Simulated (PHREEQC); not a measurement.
**Brine: speciation**

A solution holds 2.2 mol/kgw LiCl, 0.075 mol/kgw Na2SO4 and 0.13 mol/kgw MgCl2, at 20 °C. Closed to the air; pH follows from the charge balance.

All values are PHREEQC results (Pitzer model, pitzer.dat), not measurements.

Precipitation was switched off in this run.

### Question
What activity of water, density does the model give?

### Answer
activity of water 0.897; density 1.065 g/cm³.

Complexes and solids missing from the database can't appear.
